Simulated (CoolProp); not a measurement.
1000 sccm (0 °C, 1 atm) of nitrogen bubbles through liquid n-heptane at 347.4 K and leaves saturated at a total pressure of 0.15 MPa (ideal gas phase). Each further row changes one setting.

Model: reference Helmholtz-energy equation of state, Span 2003, in CoolProp. It is a short technical equation, of lower accuracy than the large ones.

```
case                      vapour pressure (kPa)  mole fraction of vapour  delivery (mg/min)  delivery (sccm)  change of delivery for a bath 1 K warmer (%)
------------------------  ---------------------  -----------------------  -----------------  ---------------  --------------------------------------------
as stated                                  47.0                    0.313               2040                …                                           5.2
bath temperature 352.4 K                   55.7                        …                  …              590                                           5.5
total pressure 0.3 MPa                     47.0                        …                831                …                                           4.2
```

Complete the blanks.


- as stated, delivery (sccm): 456
- bath temperature 352.4 K, mole fraction of vapour: 0.371
- bath temperature 352.4 K, delivery (mg/min): 2640
- total pressure 0.3 MPa, mole fraction of vapour: 0.157
- total pressure 0.3 MPa, delivery (sccm): 186
